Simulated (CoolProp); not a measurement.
A simple Rankine cycle with hexamethyldisiloxane (MM): condensing at 326.15 K, boiler at 0.434 MPa, turbine inlet 473.3 K, turbine efficiency 0.75, pump efficiency 0.8, no recuperator. Each further row changes one setting.

Computed with CoolProp (reference Helmholtz-energy equation of state, Thol 2016).

```
case                             thermal efficiency (%)  net work (kJ/kg)  heat in (kJ/kg)  turbine exit temperature (K)  volume ratio over the turbine
-------------------------------  ----------------------  ----------------  ---------------  ----------------------------  -----------------------------
as stated                                          10.9              50.6              465                         441.2                           23.1
turbine inlet 493.3 K                              10.5              53.3              506                    (withheld)                           22.7
condensing temperature 318.15 K                    11.7              56.1              481                    (withheld)                     (withheld)
boiler pressure 0.304 MPa                           9.8              45.7              469                         445.8                           15.6
turbine efficiency 0.65                             9.4              43.8              465                         444.9                     (withheld)
```

What belongs in the gaps?


- turbine inlet 493.3 K, turbine exit temperature (K): 461.3
- condensing temperature 318.15 K, turbine exit temperature (K): 438.2
- condensing temperature 318.15 K, volume ratio over the turbine: 32.1
- turbine efficiency 0.65, volume ratio over the turbine: 23.3
